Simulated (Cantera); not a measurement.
Thermodynamics of nitride etching, feed BN + HF + N₂

A closed system holds: 1 mol BN, 1.3 mol HF, a varied amount of N₂, at 627 °C and 1.33 mbar.

These are equilibrium values from Cantera (NASA tables, ideal gas, pure condensed phases), not measurements of a reactor. Candidate condensed phases: B, BN; 31 gas species. Rates play no part.

```csv
n(N₂) (mol),x N₂,x H₂,x BF₃,x HF,x BHF₂,x NH₃,x BF₂,x H,n BN(s)
0.4,0.361,0.377,0.251,0.0105,9.45e-6,2.25e-7,1.12e-8,1.97e-9,0.573
0.75,0.470,0.312,0.208,0.00942,7.26e-6,1.93e-7,9.45e-9,1.79e-9,0.573
1.4,0.597,0.237,0.158,0.00779,5.05e-6,1.44e-7,7.55e-9,1.56e-9,0.574
2.6,0.721,0.164,0.109,0.00591,3.18e-6,9.08e-8,5.72e-9,1.30e-9,0.574
5,0.827,0.101,0.0674,0.00405,1.77e-6,4.73e-8,4.06e-9,1.02e-9,0.575
9.3,0.897,0.0600,0.0400,0.00265,9.51e-7,2.25e-8,2.83e-9,7.84e-10,0.576
17,0.941,0.0347,0.0231,0.00169,4.98e-7,1.01e-8,1.94e-9,5.96e-10,0.577
```
x: gas mole fraction; n: condensed amount in mol.

From 0.4 mol N₂ to 17 mol N₂ the condensed part is BN(s). The main B-bearing gas is BF₃ throughout.
